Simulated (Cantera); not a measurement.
Mixture: 14.1 % CO, 9.32 % H2, 9.77 % O2, 62.6 % N2, 4.24 % CO2, at 480000 Pa, adiabatic and at constant volume. Ignition delay is the time to a rise of 400 K.

Cantera simulation using GRI-Mech 3.0 (53 species, 325 reactions); the numbers are that mechanism's predictions, not measurements. The hydrogen kinetics of GRI-Mech 3.0 are dated; newer H2 mechanisms differ, most at raised pressure. Where the delays flatten at high temperature, the 400 K rule measures the pace of heat release, not the induction time.

### Question
Predict: delay at 1000 K; delay at 1200 K; delay at 1400 K; delay at 1600 K.

### Answer
| Item | Result |
|---|---|
| delay at 1000 K | 4.55 ms |
| delay at 1200 K | 27.8 µs |
| delay at 1400 K | 8.28 µs |
| delay at 1600 K | 5.02 µs |
